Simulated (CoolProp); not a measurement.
Nitrous oxide along the isobar 22400 kPa: density (kg/m³) from the reference equation and from simpler models built on Tc = 36.4 °C, pc = 7245 kPa, ω = 0.161; each cubic takes its own stable root.

Computed with CoolProp (reference Helmholtz-energy equation of state, Lemmon 2006). It is a short technical equation, of lower accuracy than the large ones.

```
T (°C)          phase  reference
------  -------------  ---------
-32.45         liquid       1104
-25.25         liquid       1082
-18.05         liquid       1060
-10.75         liquid       1037
-3.55          liquid       1014
3.65           liquid      990.2
10.85          liquid      965.3
18.05          liquid      939.6
25.25          liquid      912.9
32.55          liquid      884.7
39.75   supercritical      855.7
```

### Question
How far does each simpler model (van der Waals, Redlich-Kwong, Soave-Redlich-Kwong, Peng-Robinson) lie from the reference over these 11 states: mean and median of the absolute difference, and the worst?

### Answer
- van der Waals: mean 30.5 %, median 30.9 %, worst -33.3 % at -32.45 °C and 22400 kPa
- Redlich-Kwong: mean 8.3 %, median 8.3 %, worst -8.9 % at 39.75 °C and 22400 kPa
- Soave-Redlich-Kwong: mean 7.4 %, median 7.2 %, worst -9.1 % at 39.75 °C and 22400 kPa
- Peng-Robinson: mean 3.8 %, median 4.2 %, worst +5.5 % at -32.45 °C and 22400 kPa
